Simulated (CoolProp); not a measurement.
Saturation properties of isopentane.

Computed with CoolProp (reference Helmholtz-energy equation of state, Lemmon 2006). It is a short technical equation, of lower accuracy than the large ones.

```
T (K)  p (MPa)  vapour Z  surface tension (mN/m)  liquid conductivity (mW/(m K))
-----  -------  --------  ----------------------  ------------------------------
338.4        ?    0.9030                    10.2                            89.8
345.9   0.3823    0.8890                    9.48                            87.5
353.5   0.4614    0.8735                    8.72                            85.3
361     0.5508    0.8569                    7.99                            83.0
368.6   0.6539    0.8386                    7.26                            80.8
376.2   0.7707    0.8187                    6.54                            78.4
383.7        ?    0.7974                    5.84                            76.2
391.3        ?    0.7740                    5.15                            73.8
398.8        ?    0.7490                       ?                               ?
406.4    1.393    0.7213                    3.82                               ?
413.9    1.593    0.6913                    3.19                            66.9
421.5    1.816         ?                    2.57                            64.7
```

Task: What belongs in the gaps?

Result: 
- 338.4, p (MPa): 0.3148
- 383.7, p (MPa): 0.9006
- 391.3, p (MPa): 1.048
- 398.8, p (MPa): 1.210
- 398.8, surface tension (mN/m): 4.48
- 398.8, liquid conductivity (mW/(m K)): 71.5
- 406.4, liquid conductivity (mW/(m K)): 69.2
- 421.5, vapour Z: 0.6578

It boils at 301.0 K under 1 atm.

Thermal conductivity comes from a separate model (Vassiliou 2015). Surface tension comes from a separate correlation (Mulero 2012).
